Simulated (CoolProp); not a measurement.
The numbers come from the reference Helmholtz-energy equation of state, Thol 2018 in CoolProp.

**Question.** For hydrogen chloride, give the phase and the density (kg/m³), speed of sound (m/s), Joule-Thomson coefficient (K/MPa), expansivity (1/kK) at 365.5 K and 37.8 bar; 365.5 K and 94.5 bar; 365.5 K and 151 bar.

**Answer.** 
- 365.5 K and 37.8 bar: gas; density 51.7, speed of sound 321, Joule-Thomson coefficient 9.30, expansivity 4.09
- 365.5 K and 94.5 bar: supercritical; density 170, speed of sound 292, Joule-Thomson coefficient 7.38, expansivity 9.26
- 365.5 K and 151 bar: supercritical; density 413, speed of sound 291, Joule-Thomson coefficient 4.05, expansivity 22.0
